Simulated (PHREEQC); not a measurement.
## Copper plating or etch bath: speciation

Consider water at 25 °C with 0.57 mol Cu(NO3)2, 0.0055 mol HBF4 and 0.051 mol KCl per kg of water. It is in equilibrium with CO2 at log p = 0 (atm). Otherwise closed; pH follows from the charge balance.

Model: ion-association model, wateq4f.dat, run in PHREEQC.

Precipitation was switched off in this run.

Question: What pH, activity of water does the model give?

Answer: pH 2.32; activity of water 0.969.

Question: In which forms is B present?

Answer: BF4- 73 %, H3BO3 17 %, BF3OH- 7.3 %, BF2(OH)2- 2.7 % of the B.

The ionic strength is past about 0.7 mol/kgw, beyond the range of this activity model, so the values are rough. Real BF4- forms and hydrolyses slowly; the run takes it at equilibrium.
